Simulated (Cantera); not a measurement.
An isothermal, constant-pressure homogeneous reactor starts with CH4 : CO2 : H2 = 1 : 1.3 : 0.057 (molar parts), at 1250 K and 5.00 bar.

Model: GRI-Mech 3.0 (53 species, 325 reactions), integrated in Cantera.

**Question.** Predict: x(CH4) at 100 s; x(CO2) at 100 s; x(H2) at 100 s; x(CH2CO) at 100 s; x(CO) at 100 s.

**Answer.** 
| Item | Result |
|---|---|
| x(CH4) at 100 s | 0.244 (gas-phase equilibrium 0.00371) |
| x(CO2) at 100 s | 0.352 (gas-phase equilibrium 0.0312) |
| x(H2) at 100 s | 0.0488 (gas-phase equilibrium 0.426) |
| x(CH2CO) at 100 s | 7.82e-6 (gas-phase equilibrium 7.36e-9) |
| x(CO) at 100 s | 0.148 (gas-phase equilibrium 0.497) |
